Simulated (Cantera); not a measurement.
## Fluorocarbon and chlorocarbon gases: c-C4F8 + CH4

Input: 1 mol c-C4F8, 0.97 mol CH4, held at 133 Pa.

Equilibrium computed with Cantera from the NASA thermochemical tables; the gas is ideal and each condensed phase is pure. Candidate condensed phases: C, C6H6, C7H8, C8H18; 95 gas species. The feed counts by its element totals alone. Gases not in the tables: C2F6 and larger saturated fluorocarbons. The numbers say what is thermodynamically allowed, not how fast it happens.

From 1448 K to 1723 K the condensed part is C(graphite). The main C-bearing gas is CF4 throughout.

```csv
T (K),log p HF,log p CF4,log p CF2,log p F,n C(graphite)
1448,-2.98,-3.55,-6.50,-6.99,3.94
1473,-2.98,-3.55,-6.32,-6.80,3.94
1498,-2.98,-3.55,-6.16,-6.61,3.94
1523,-2.98,-3.55,-6.00,-6.43,3.94
1548,-2.98,-3.56,-5.85,-6.25,3.94
1573,-2.98,-3.56,-5.70,-6.08,3.94
1598,-2.98,-3.56,-5.55,-5.92,3.94
1623,-2.98,-3.56,-5.41,-5.76,3.93
1648,-2.98,-3.56,-5.28,-5.60,3.93
1673,-2.98,-3.56,-5.15,-5.46,3.93
1698,-2.98,-3.57,-5.02,-5.31,3.93
1723,-2.98,-3.57,-4.90,-5.17,3.92
```
log p: log10 of the partial pressure in bar; n: condensed amount in mol.
